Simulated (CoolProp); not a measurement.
Vapour pressure (MPa) of propylene: the reference equation beside estimates from Tc = 364.2 K, pc = 4.555 MPa, ω = 0.146. Clausius-Clapeyron is anchored at 178.5 K with a constant enthalpy of vaporisation of 20.50 kJ/mol.

Computed with CoolProp (reference Helmholtz-energy equation of state, Lemmon 2013).

```csv
T (K),reference,Lee-Kesler,Clausius-Clapeyron,van der Waals,Soave-Redlich-Kwong,Peng-Robinson
172.8,0.003897,0.003784,0.003914,0.08797,0.003823,0.004182
178.5,0.006173,0.005991,0.006173,0.1104,0.006054,0.006544
184.3,0.009532,0.009257,0.009533,0.1372,0.009352,0.009998
190,0.01418,0.01379,0.01424,0.1678,0.01393,0.01474
195.8,0.02068,0.02016,0.02091,0.2036,0.02033,0.02133
201.5,0.02924,0.02857,0.02986,0.2437,0.02878,0.02997
207.3,0.04068,0.03986,0.04204,0.2898,0.04009,0.04145
213.1,0.05545,0.05449,0.05811,0.3417,0.05473,0.05623
218.8,0.07381,0.07276,0.07855,0.3986,0.07298,0.07457
```

Absolute difference from the reference over all 9 rows, mean and median: Lee-Kesler 2.4 and 2.5 %, Clausius-Clapeyron 2.1 and 1.1 %, van der Waals 1050.6 and 884.5 %, Soave-Redlich-Kwong 1.6 and 1.7 %, Peng-Robinson 3.6 and 3.1 %.
